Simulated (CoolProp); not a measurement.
Vapour-liquid equilibrium of R125 (1) + R1234yf (2) at 1210 kPa; x and y are mole fractions of (1).

Model: multi-fluid Helmholtz-energy mixture model, Lemmon 2005 and Lemmon 2022; pair parameters Bell 2023, in CoolProp.

| x | bubble temperature (K) | y at the bubble point | dew temperature at overall composition x (K) | liquid density (mol/L) |
|---|---|---|---|---|
| 0.05 | (withheld) | 0.078 | 319.0 | 8.871 |
| 0.125 | 315.8 | 0.187 | 317.3 | 8.973 |
| 0.2 | 313.4 | 0.287 | 315.5 | 9.073 |
| 0.275 | 311.1 | 0.380 | 313.7 | 9.172 |
| 0.35 | 309.0 | (withheld) | 311.9 | 9.269 |
| 0.425 | 306.9 | (withheld) | 310.0 | 9.366 |
| 0.5 | 304.9 | (withheld) | 308.1 | 9.464 |
| 0.575 | 302.9 | 0.688 | 306.1 | 9.561 |
| 0.65 | 301.1 | 0.752 | 304.0 | 9.660 |
| 0.725 | 299.3 | 0.812 | 301.9 | 9.760 |
| 0.8 | 297.6 | 0.868 | 299.7 | 9.861 |
| 0.875 | 295.9 | 0.920 | 297.4 | 9.965 |
| 0.95 | 294.3 | 0.969 | (withheld) | 10.07 |

Q: Complete the blanks.

A: 
- 0.05, bubble temperature (K): 318.3
- 0.35, y at the bubble point: 0.466
- 0.425, y at the bubble point: 0.545
- 0.5, y at the bubble point: 0.619
- 0.95, dew temperature at overall composition x (K): 295.0

No azeotrope shows between x = 0.05 and 0.95.

Pair parameters are fitted to limited data, so mixtures are less certain than the pure fluids.
